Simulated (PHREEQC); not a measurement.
Make-up at 25 °C and 500 atm: 0.15 mol/kgw CuCl2, 0.0004 mol/kgw HNO3 and 0.00037 mol/kgw FeCl3. Closed to the air; pH follows from the charge balance.

All values are PHREEQC results (ion-association model, phreeqc.dat), not measurements.

Question: The ionic strength comes out as 0.402 mol/kgw. What activity coefficients do H+, NO3-, CuCl3-, CuCl+, Fe(OH)2+ get?

Answer: H+ 0.78, NO3- 0.64, CuCl3- 0.67, CuCl+ 0.67, Fe(OH)2+ 0.71.

No solid was allowed to form. Examples of supersaturated solids here: Hematite (slow to form), Goethite (slow to form). Others may be too. Under pressure, the constants of complexes without a molar volume in the database are unreliable.
